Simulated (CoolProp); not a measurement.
Vapour-liquid equilibrium of cyclohexane (1) + m-xylene (2) at 16.75 °C; x and y are mole fractions of (1).

The numbers come from the multi-fluid Helmholtz-energy mixture model, Zhou 2014 and Zhou 2012; pair parameters Bell 2016 in CoolProp.

| x | bubble pressure (kPa) | y at the bubble point | dew pressure at overall composition x (kPa) | liquid density (mol/L) |
|---|---|---|---|---|
| 0.05 | 1.285 | ___ | 0.7160 | 8.215 |
| 0.15 | 2.400 | 0.756 | 0.7951 | 8.314 |
| 0.25 | 3.395 | 0.846 | 0.8939 | 8.415 |
| 0.35 | 4.277 | ___ | 1.021 | 8.519 |
| 0.45 | ___ | 0.920 | 1.189 | 8.626 |
| 0.55 | 5.782 | ___ | 1.424 | 8.736 |
| 0.65 | 6.455 | 0.955 | 1.775 | 8.850 |
| 0.75 | 7.111 | 0.969 | 2.350 | 8.969 |
| 0.85 | ___ | 0.981 | 3.462 | 9.092 |
| 0.95 | ___ | 0.994 | 6.224 | 9.221 |

Task: Fill in the missing entries.

Result: 
- 0.05, y at the bubble point: 0.495
- 0.35, y at the bubble point: 0.891
- 0.45, bubble pressure (kPa): 5.065
- 0.55, y at the bubble point: 0.939
- 0.85, bubble pressure (kPa): 7.778
- 0.95, bubble pressure (kPa): 8.484

No azeotrope shows between x = 0.05 and 0.95.

The pair parameters rest on a limited set of measurements; away from them the model extrapolates.
